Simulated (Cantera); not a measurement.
A Cantera script and what it prints.

```python
import numpy as np
import cantera as ct

gas_names = """
    Br Br2 H HBr H2 N NH NH2 NH3 N2 N2H2 N2H4 Si SiBr SiBr2 SiBr3 SiBr4 SiH SiHBr3 SiH2 SiH2Br2 SiH3
    SiH3Br SiH4 SiN Si2 Si2N Si3
""".split()
cond_names = """
    Br2(cr) Br2(L) Si(cr) Si(L) Si3N4(a)
""".split()


# ... load() reads the species with a 1 bar reference pressure and builds the phases ...
atoms = {
    'Si': {'Si': 1},
    'HBr': {'H': 1, 'Br': 1},
    'N2': {'N': 2},
}
top_T = {'Si3N4(a)': 2400}  # K; cautious upper limits of use, not melting points


# ... equilibrate(T, P, feed) seeds the gas with the atoms and calls Mixture.equilibrate('TP', solver="vcs", rtol=1e-11, max_steps=5000) ...
results = []
feed = {'Si': 1, 'HBr': 12, 'N2': 1.2}  # mol
T = 1423.15  # K
P = 890  # Pa
mix = equilibrate(T, P, feed)
results.append((T, P, feed, dict(zip(mix.species_names, mix.species_moles))))
print(gas.report(threshold=0.0001))
for i in range(1, mix.n_phases):
    print(f"{mix.phase(i).name:16s} {mix.phase_moles(i):12.5e} mol")
```

Result:

```
       temperature   1423.2 K
          pressure   890 Pa
           density   0.0060108 kg/m^3
  mean mol. weight   79.915 kg/kmol
   phase of matter   gas

                          1 kg             1 kmol
                     ---------------   ---------------
          enthalpy            9839.1        7.8629e+05  J
   internal energy       -1.3823e+05       -1.1046e+07  J
           entropy            3772.4        3.0147e+05  J/K
    Gibbs function       -5.3588e+06       -4.2825e+08  J
 heat capacity c_p             466.1             37248  J/K
 heat capacity c_v            362.06             28934  J/K

                      mass frac. Y      mole frac. X     chem. pot. / RT
                     ---------------   ---------------   ---------------
                Br          0.019387           0.01939           -22.205
               HBr            0.7007           0.69207           -34.859
                H2         0.0029811           0.11817           -25.308
                N2          0.032554          0.092867            -32.95
             SiBr2           0.10042           0.04271           -54.229
             SiBr3          0.023033         0.0068734           -76.434
             SiBr4           0.11998          0.027576           -98.638
            SiHBr3        0.00076283        0.00022679           -89.088
     [  +20 minor]        0.00018072        0.00011463

Br2(L)            0.00000e+00 mol
Si(cr)            0.00000e+00 mol
Si3N4(a)          0.00000e+00 mol
```

Equilibrium computed with Cantera from the NASA thermochemical tables; the gas is ideal and each condensed phase is pure. The tables' values for SiBr3 are old estimates; treat these amounts as uncertain.
